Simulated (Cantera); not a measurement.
Feed: 1 mol SiCl4, 0.065 mol C2H4, 7 mol H2, held at 0.0200 bar.

Equilibrium computed with Cantera from the NASA thermochemical tables; the gas is ideal and each condensed phase is pure. Candidate condensed phases: C, C6H6, C7H8, C8H18, Si, SiC; 109 gas species. The tables' values for SiCl, SiCl3 are old estimates; treat these amounts as uncertain. Gases not in the tables: Si2H6 and higher silanes. Kinetics and transport are ignored.

Problem. At 2298 K, list the 4 most abundant gas species with their mole fractions, and the condensed phases.

Solution. H2 0.583, HCl 0.256, SiCl2 0.0671, H 0.0517. Condensed: SiC(s).
